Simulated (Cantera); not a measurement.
Gas mixture: C₃H₈ = 1 (molar parts), at 0.00484 atm, frozen composition.

Cantera's kinetic-theory transport with the Lennard-Jones parameters of GRI-Mech 3.0, ideal gas; thermal conductivity in the multicomponent form. The composition is frozen, though it would react at the higher temperatures.

One state of this run: ρ (kg/m³) = 0.00260; cp (J/kg/K) = 3960; μ (µPa s) = 23.0; λ (mW/m/K) = 120; Pr = 0.756; D (cm²/s) H = 1180; D (cm²/s) CH₃ = 224; D (cm²/s) O = 299. D: mixture-averaged diffusion coefficient of that species in the mixture.

Q: Which value of T (K) does it belong to?
A. 1000
B. 850
C. 700
D. 1150

A: A, 1000
